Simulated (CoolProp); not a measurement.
The numbers come from the reference Helmholtz-energy equation of state, Lemmon 2006 in CoolProp. It is a short technical equation, of lower accuracy than the large ones.

Q: For toluene, give the phase and the viscosity (µPa s), Prandtl number at 385.9 K and 2.13 MPa; 553.3 K and 0.0217 MPa.

A: 
- 385.9 K and 2.13 MPa: liquid; viscosity 250, Prandtl number 4.65
- 553.3 K and 0.0217 MPa: gas; viscosity 12.7, Prandtl number 0.713

Viscosity comes from a separate model (Avgeri 2015). Thermal conductivity comes from a separate model (Assael 2012).
